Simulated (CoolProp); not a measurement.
Vapour-liquid equilibrium of propylene (1) + R125 (2) at -66.65 °C; x and y are mole fractions of (1).

The numbers come from the multi-fluid Helmholtz-energy mixture model, Lemmon 2013 and Lemmon 2005; pair parameters Bell 2016 in CoolProp.

| x | bubble pressure (bar) | y at the bubble point | dew pressure at overall composition x (bar) | liquid density (mol/L) |
|---|---|---|---|---|
| 0.05 | 0.4201 | 0.159 | 0.3842 | 13.20 |
| 0.15 | 0.4843 | 0.328 | 0.4168 | 13.32 |
| 0.25 | 0.5174 | 0.413 | 0.4535 | 13.45 |
| 0.35 | 0.5334 | 0.464 | 0.4932 | 13.60 |
| 0.45 | 0.5401 | 0.500 | 0.5295 | 13.76 |
| 0.55 | 0.5412 | 0.531 | 0.5395 | 13.95 |
| 0.65 | 0.5371 | 0.565 | 0.5121 | 14.16 |
| 0.75 | 0.5248 | 0.612 | 0.4745 | 14.38 |
| 0.85 | 0.4969 | 0.691 | 0.4378 | 14.63 |
| 0.95 | 0.4381 | 0.849 | 0.4044 | 14.90 |

y crosses x between x = 0.45 and 0.55: the model has an azeotrope there.

Pair parameters are fitted to limited data, so mixtures are less certain than the pure fluids.
